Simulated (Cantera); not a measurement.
A perfectly stirred reactor is fed with CH4 : CO : O2 : N2 = 1 : 0.096 : 1.14 : 4.28 (molar parts), equivalence ratio 1.8, at 1.00 bar; it is adiabatic with a 300 K inlet, and is followed from long to short residence time, starting on the burning branch (τ in s: 0.087, 0.036, 0.015, 0.0062, 0.0026, 0.0011, 0.00045, 0.00019, 7.7e-05, 3.2e-05).

Model: GRI-Mech 3.0 (53 species, 325 reactions), integrated in Cantera.

**Question.** What does this change do: 0.62 parts H2 added?

**Answer.** 
```
quantity                                                                      before                               after
------------------------------------------------  ----------------------------------  ----------------------------------
blow-out, bracketed by the residence times tried  burning at 6.20 ms, out at 2.60 ms  burning at 6.20 ms, out at 2.60 ms
x(CH4) at τ = 87.0 ms                                                        0.00961                              0.0164
x(CO) at τ = 87.0 ms                                                          0.0885                              0.0775
x(O2) at τ = 87.0 ms                                                         0.00111                             0.00152
x(H2O2) at τ = 87.0 ms                                                       8.76e-9                             1.34e-8
x(C2H4) at τ = 87.0 ms                                                      0.000152                            0.000283
x(CH4) at τ = 1.10 ms                                                          0.153                               0.140
x(CO) at τ = 1.10 ms                                                          0.0147                              0.0135
x(O2) at τ = 1.10 ms                                                           0.175                               0.160
x(H2O2) at τ = 1.10 ms                                                        <1e-12                              <1e-12
x(C2H4) at τ = 1.10 ms                                                        <1e-12                              <1e-12
```
